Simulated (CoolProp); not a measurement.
Vapour-liquid equilibrium of propane (1) + R227EA (2) at 324.3 K; x and y are mole fractions of (1).

The numbers come from the multi-fluid Helmholtz-energy mixture model, Lemmon 2009 and Lemmon 2016; pair parameters Bell 2016 in CoolProp.

```json
[
 {"x": "0.05", "bubble pressure (MPa)": "1.074", "y at the bubble point": "0.133", "dew pressure at overall composition x (MPa)": "0.9896", "liquid density (mol/L)": "…"},
 {"x": "0.15", "bubble pressure (MPa)": "1.301", "y at the bubble point": "0.314", "dew pressure at overall composition x (MPa)": "1.093", "liquid density (mol/L)": "7.569"},
 {"x": "0.25", "bubble pressure (MPa)": "1.482", "y at the bubble point": "0.430", "dew pressure at overall composition x (MPa)": "1.214", "liquid density (mol/L)": "7.664"},
 {"x": "0.35", "bubble pressure (MPa)": "1.621", "y at the bubble point": "…", "dew pressure at overall composition x (MPa)": "1.355", "liquid density (mol/L)": "…"},
 {"x": "0.45", "bubble pressure (MPa)": "1.725", "y at the bubble point": "0.581", "dew pressure at overall composition x (MPa)": "1.514", "liquid density (mol/L)": "7.927"},
 {"x": "0.55", "bubble pressure (MPa)": "1.801", "y at the bubble point": "0.640", "dew pressure at overall composition x (MPa)": "…", "liquid density (mol/L)": "8.129"},
 {"x": "0.65", "bubble pressure (MPa)": "1.852", "y at the bubble point": "0.697", "dew pressure at overall composition x (MPa)": "1.812", "liquid density (mol/L)": "8.406"},
 {"x": "0.75", "bubble pressure (MPa)": "1.877", "y at the bubble point": "0.759", "dew pressure at overall composition x (MPa)": "1.875", "liquid density (mol/L)": "8.774"},
 {"x": "0.85", "bubble pressure (MPa)": "…", "y at the bubble point": "0.834", "dew pressure at overall composition x (MPa)": "1.862", "liquid density (mol/L)": "…"},
 {"x": "0.95", "bubble pressure (MPa)": "1.812", "y at the bubble point": "0.933", "dew pressure at overall composition x (MPa)": "…", "liquid density (mol/L)": "9.809"}
]
```

Problem. What belongs in the gaps?

Solution. 
- 0.05, liquid density (mol/L): 7.484
- 0.35, y at the bubble point: 0.514
- 0.35, liquid density (mol/L): 7.778
- 0.55, dew pressure at overall composition x (MPa): 1.679
- 0.85, bubble pressure (MPa): 1.869
- 0.85, liquid density (mol/L): 9.242
- 0.95, dew pressure at overall composition x (MPa): 1.799

y crosses x between x = 0.75 and 0.85: the model has an azeotrope there.

The pair parameters rest on a limited set of measurements; away from them the model extrapolates.
